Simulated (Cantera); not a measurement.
What does this Cantera script print?

```python
import numpy as np
import cantera as ct

gas_names = [...]  # 115 gases of nasa_gas.yaml made of C, Ca, H, O
cond_names = """
    C(gr) C6H6(L) C7H8(L) C8H18(L),n-octa Ca(a) Ca(b) Ca(L) CaCO3(caL) CaO(s) CaO(L) CaO2H2(s) H2O(s)
    H2O(L)
""".split()


# ... load() reads the species with a 1 bar reference pressure and builds the phases ...
atoms = {
    'Ca(OH)2': {'Ca': 1, 'O': 2, 'H': 2},
    'CO2': {'C': 1, 'O': 2},
    'H2': {'H': 2},
}
top_T = {'C(gr)': 4500}  # K; cautious upper limits of use, not melting points


# ... equilibrate(T, P, feed) seeds the gas with the atoms and calls Mixture.equilibrate('TP', solver="vcs", rtol=1e-11, max_steps=5000) ...
results = []
T = 675  # K
P = 53  # Pa
for m in [0.79, 1.2, 1.7, 2.6, 3.9, 5.8, 8.6]:
    feed = {'Ca(OH)2': 1, 'CO2': 0.047, 'H2': m}  # mol
    mix = equilibrate(T, P, feed)
    results.append((T, P, feed, dict(zip(mix.species_names, mix.species_moles))))
    x = sorted(zip(gas.X, gas.species_names), reverse=True)
    print(f"T = {T:g} K  P = {P:g} Pa  n(H2) = {m:g} mol  gas = {mix.phase_moles(0):.4g} mol")
    print("   x: " + "  ".join(f"{s} {v:.3e}" for v, s in x if v > 0.0001))
    print("   condensed (mol): " + ("  ".join(f"{mix.phase(i).name} {mix.phase_moles(i):.4g}"
          for i in range(1, mix.n_phases) if mix.phase_moles(i) > 1e-12) or "none"))
```

It prints:

```
T = 675 K  P = 53 Pa  n(H2) = 0.79 mol  gas = 1.799 mol
   x: H2O 5.562e-01  H2 4.388e-01  CO2 4.647e-03  CO 3.058e-04
   condensed (mol): CaCO3(caL) 0.03809  CaO(s) 0.9619
T = 675 K  P = 53 Pa  n(H2) = 1.2 mol  gas = 2.211 mol
   x: H2 5.422e-01  H2O 4.527e-01  CO2 4.647e-03  CO 4.642e-04
   condensed (mol): CaCO3(caL) 0.0357  CaO(s) 0.9643
T = 675 K  P = 53 Pa  n(H2) = 1.7 mol  gas = 2.714 mol
   x: H2 6.256e-01  H2O 3.691e-01  CO2 4.647e-03  CO 6.570e-04
   condensed (mol): CaCO3(caL) 0.0326  CaO(s) 0.9674
T = 675 K  P = 53 Pa  n(H2) = 2.6 mol  gas = 3.62 mol
   x: H2 7.171e-01  H2O 2.772e-01  CO2 4.647e-03  CO 1.003e-03
   condensed (mol): CaCO3(caL) 0.02653  CaO(s) 0.9735
T = 675 K  P = 53 Pa  n(H2) = 3.9 mol  gas = 4.93 mol
   x: H2 7.895e-01  H2O 2.044e-01  CO2 4.647e-03  CO 1.497e-03
   condensed (mol): CaCO3(caL) 0.01663  CaO(s) 0.9834
T = 675 K  P = 53 Pa  n(H2) = 5.8 mol  gas = 6.846 mol
   x: H2 8.448e-01  H2O 1.483e-01  CO2 4.629e-03  CO 2.199e-03
   condensed (mol): CaO(s) 1
T = 675 K  P = 53 Pa  n(H2) = 8.6 mol  gas = 9.646 mol
   x: H2 8.894e-01  H2O 1.058e-01  CO2 2.832e-03  CO 1.986e-03
   condensed (mol): CaO(s) 1
```

Method: chemical equilibrium by Gibbs-energy minimisation in Cantera with the NASA 1993 tables (ideal gas, pure condensed phases).
